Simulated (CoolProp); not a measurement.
The numbers come from the reference Helmholtz-energy equation of state, Gao 2022 in CoolProp.

Q: For n-perfluorohexane, give the phase and the speed of sound (m/s), Joule-Thomson coefficient (K/MPa), expansivity (1/kK), fugacity coefficient at 241.1 K and 6.7 MPa; 241.1 K and 13.4 MPa.

A: 
- 241.1 K and 6.7 MPa: liquid; speed of sound 693, Joule-Thomson coefficient -0.371, expansivity 1.42, fugacity coefficient 0.000304
- 241.1 K and 13.4 MPa: liquid; speed of sound 719, Joule-Thomson coefficient -0.378, expansivity 1.36, fugacity coefficient 0.000278
